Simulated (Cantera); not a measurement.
What does this Cantera script print?

```python
import numpy as np
import cantera as ct

gas_names = """
    Cr CrN CrO CrO2 CrO3 N NO NO2 NO3 N2 N2O O O2 O3
""".split()
cond_names = """
    Cr(cr) Cr(L) CrN(s) Cr2N(s) Cr2O3(s) Cr2O3(L)
""".split()


# ... load() reads the species with a 1 bar reference pressure and builds the phases ...
atoms = {
    'Cr': {'Cr': 1},
    'N2O': {'N': 2, 'O': 1},
}
top_T = {'CrN(s)': 1900, 'Cr2N(s)': 1900}  # K; cautious upper limits of use, not melting points


# ... equilibrate(T, P, feed) seeds the gas with the atoms and calls Mixture.equilibrate('TP', solver="vcs", rtol=1e-11, max_steps=5000) ...
results = []
feed = {'Cr': 1, 'N2O': 1.6}  # mol
P = 980  # Pa
for T in [1298, 1398, 1498, 1598, 1698, 1798, 1898, 1998, 2098, 2198, 2298, 2398, 2498, 2598]:
    mix = equilibrate(T, P, feed)
    results.append((T, P, feed, dict(zip(mix.species_names, mix.species_moles))))

top = {s: max(r[3][s] / sum(r[3][g] for g in gas_names) for r in results) for s in gas_names}
cols = sorted((s for s in top if top[s] > 1e-06), key=lambda s: -top[s])[:9]
seen = [c for c in cond_names if any(r[3].get(c, 0) > 1e-12 for r in results)]
print("log10 of partial pressures in bar; condensed amounts in mol")
print(f"{'T/K':>10s}" + "".join(f"{s[:9]:>10s}" for s in cols + seen))
for T, P, feed, n in results:
    ng = sum(n[g] for g in gas_names)
    print(f"{T:10.4g}" + "".join(f"{np.log10(max(n[s] / ng * P / 1e5, 1e-99)):10.3f}" for s in cols)
          + "".join(f"{n.get(c, 0):10.4g}" for c in seen))
```

Output:

```
log10 of partial pressures in bar; condensed amounts in mol
       T/K        N2       CrO      CrO2        Cr         O        O2        NO      CrO3         N  Cr2O3(s)
      1298    -2.022   -17.083   -12.042   -21.683    -8.532    -3.528    -5.793   -10.457   -16.819       0.5
      1398    -2.022   -14.961   -10.677   -18.953    -7.802    -3.529    -5.530    -9.704   -15.443       0.5
      1498    -2.022   -13.126    -9.499   -16.590    -7.169    -3.531    -5.303    -9.055   -14.250       0.5
      1598    -2.022   -11.526    -8.472   -14.526    -6.616    -3.533    -5.104    -8.491   -13.205       0.5
      1698    -2.022   -10.117    -7.571   -12.708    -6.127    -3.537    -4.930    -7.997   -12.283       0.5
      1798    -2.023    -8.868    -6.773   -11.093    -5.694    -3.541    -4.776    -7.562   -11.464       0.5
      1898    -2.023    -7.753    -6.064    -9.648    -5.307    -3.549    -4.639    -7.177   -10.730    0.4999
      1998    -2.023    -6.752    -5.429    -8.347    -4.961    -3.560    -4.519    -6.836   -10.069    0.4997
      2098    -2.024    -5.846    -4.860    -7.164    -4.653    -3.581    -4.416    -6.537    -9.471    0.4987
      2198    -2.026    -5.021    -4.350    -6.079    -4.381    -3.616    -4.331    -6.280    -8.928    0.4953
      2298    -2.033    -4.265    -3.891    -5.073    -4.143    -3.668    -4.266    -6.062    -8.434    0.4835
      2398    -2.059    -3.583    -3.464    -4.180    -3.907    -3.681    -4.199    -5.837    -7.991    0.4386
      2498    -2.161    -3.001    -3.028    -3.493    -3.601    -3.516    -4.088    -5.499    -7.623    0.2399
      2598    -2.271    -2.794    -2.943    -3.199    -3.306    -3.338    -3.981    -5.490    -7.290         0
```

Method: chemical equilibrium by Gibbs-energy minimisation in Cantera with the NASA 1993 tables (ideal gas, pure condensed phases).
